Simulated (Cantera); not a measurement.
An isothermal, constant-pressure homogeneous reactor starts with H2 : O2 = 0.24 : 1 (molar parts), equivalence ratio 0.12, at 1375 K and 270 Pa.

Model: the H2/O2 subset of GRI-Mech 3.0, which has no nitrogen chemistry, integrated in Cantera. Radical loss at walls, strong at low pressure, is not modelled. The temperature is held fixed by assumption; the heat of reaction is taken as removed at once.

x: mole fraction; the columns are a selection and need not sum to one.

```csv
t (s),x H2,x O2,x HO2,x H2O,x OH,x H2O2,x O
0.000200,0.194,0.806,1.04e-7,4.87e-8,4.33e-8,1.26e-10,5.25e-8
0.000535,0.194,0.806,2.77e-7,9.17e-7,3.86e-7,8.81e-10,4.98e-7
0.00143,0.193,0.806,7.29e-7,0.000117,3.87e-5,5.92e-9,5.05e-5
0.00382,___,0.688,1.13e-6,0.139,___,___,___
0.0102,0.00935,0.681,1.12e-6,0.148,0.0161,4.37e-8,0.0890
0.0273,0.00915,0.684,1.13e-6,0.151,0.0159,4.43e-8,0.0862
0.0731,0.00860,0.693,1.15e-6,0.156,0.0156,4.57e-8,0.0792
0.196,0.00718,0.713,1.19e-6,0.169,0.0144,4.83e-8,0.0627
0.523,0.00417,0.746,1.17e-6,0.191,0.0112,4.82e-8,0.0339
1.40,0.00115,0.775,7.85e-7,0.208,0.00601,3.31e-8,0.00892
3.74,0.000181,0.783,2.65e-7,0.213,0.00240,1.41e-8,0.00139
10.0,___,0.785,___,0.214,___,___,___
```

Some entries are withheld; supply them.


- 0.00382, x H2: 0.0152
- 0.00382, x OH: 0.0187
- 0.00382, x H2O2: 5.51e-8
- 0.00382, x O: 0.0788
- 10.0, x H2: 3.01e-5
- 10.0, x HO2: 7.46e-8
- 10.0, x OH: 0.000979
- 10.0, x H2O2: 5.15e-9
- 10.0, x O: 0.000230
